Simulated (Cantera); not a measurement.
## Carbon deposition, reforming and gasification: C₂H₂ + NH₃

Input: 1 mol C₂H₂, 0.54 mol NH₃, at 10000 Pa.

Equilibrium computed with Cantera from the NASA thermochemical tables; the gas is ideal and each condensed phase is pure. Candidate condensed phases: C, C₆H₆, C₇H₈, C₈H₁₈; 92 gas species. Rates play no part.

From 1600 °C to 1875 °C the condensed part is C(graphite). The main C-bearing gas is HCN throughout.

```json
[
 {"T (°C)": "1600", "x H₂": "0.867", "x N₂": "0.128", "x H": "0.00190", "x HCN": "0.00288", "n C(graphite)": "1.99"},
 {"T (°C)": "1625", "x H₂": "0.866", "x N₂": "0.128", "x H": "0.00230", "x HCN": "0.00321", "n C(graphite)": "1.99"},
 {"T (°C)": "1650", "x H₂": "0.865", "x N₂": "0.128", "x H": "0.00277", "x HCN": "0.00358", "n C(graphite)": "1.99"},
 {"T (°C)": "1675", "x H₂": "0.864", "x N₂": "0.128", "x H": "0.00332", "x HCN": "0.00397", "n C(graphite)": "1.99"},
 {"T (°C)": "1700", "x H₂": "0.864", "x N₂": "0.127", "x H": "0.00397", "x HCN": "0.00439", "n C(graphite)": "1.99"},
 {"T (°C)": "1725", "x H₂": "0.863", "x N₂": "0.127", "x H": "0.00471", "x HCN": "0.00484", "n C(graphite)": "1.99"},
 {"T (°C)": "1750", "x H₂": "0.861", "x N₂": "0.127", "x H": "0.00557", "x HCN": "0.00533", "n C(graphite)": "1.98"},
 {"T (°C)": "1775", "x H₂": "0.860", "x N₂": "0.126", "x H": "0.00657", "x HCN": "0.00584", "n C(graphite)": "1.98"},
 {"T (°C)": "1800", "x H₂": "0.858", "x N₂": "0.126", "x H": "0.00771", "x HCN": "0.00640", "n C(graphite)": "1.98"},
 {"T (°C)": "1825", "x H₂": "0.857", "x N₂": "0.125", "x H": "0.00901", "x HCN": "0.00698", "n C(graphite)": "1.98"},
 {"T (°C)": "1850", "x H₂": "0.855", "x N₂": "0.125", "x H": "0.0105", "x HCN": "0.00760", "n C(graphite)": "1.98"},
 {"T (°C)": "1875", "x H₂": "0.853", "x N₂": "0.125", "x H": "0.0122", "x HCN": "0.00826", "n C(graphite)": "1.97"}
]
```
x: gas mole fraction; n: condensed amount in mol.
